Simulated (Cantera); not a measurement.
Charge: 1 mol V, 0.12 mol N2, 16 mol H2, at 1700 °C and 10.0 mbar.

Method: chemical equilibrium by Gibbs-energy minimisation in Cantera with the NASA 1993 tables (ideal gas, pure condensed phases). Candidate condensed phases: V, VN; 11 gas species. Condensed phases not in the tables: V2N, N, O or C dissolved in the metal. Rates play no part.

Q: What is the equilibrium state?

A: 
```json
{
 "x(H2)": "0.979",
 "x(H)": "0.0134",
 "x(N2)": "0.00739",
 "x(V)": "0.000152",
 "n(V(s))": "0.998 mol",
 "gas_amount": "16.23 mol"
}
```
